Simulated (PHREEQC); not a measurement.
A solution holds 0.0015 mol Cu(NO3)2, 0.0005 mol H2SO4 and 0.0001 mol H3BO3 per kg of water, at 25 °C. Closed to the air; pH follows from the charge balance.

Computed with PHREEQC (ion-association model, wateq4f.dat).

```
quantity                   before     after
-----------------------  --------  --------
pH                           3.04      4.01
CuOH+ (mol/kgw)           1.27e-8   1.41e-8
Cu2(OH)2+2 (mol/kgw)     8.22e-11  9.25e-11
Cu(OH)2 (mol/kgw)        2.69e-11  2.96e-10
SI of Tenorite (CuO)        -4.51     -3.47
SI of Cu(OH)2 (Cu(OH)2)     -5.53     -4.49
```

Question: Name the change that produced these shifts.
(A) diluted 10-fold with water
(B) H2SO4 from 0.0005 to 0.00055 mol/kgw
(C) H2SO4 left out
(D) H3BO3 from 0.0001 to 1e-05 mol/kgw

Answer: A, diluted 10-fold with water

This is a speciation only: nothing precipitates in the calculation.
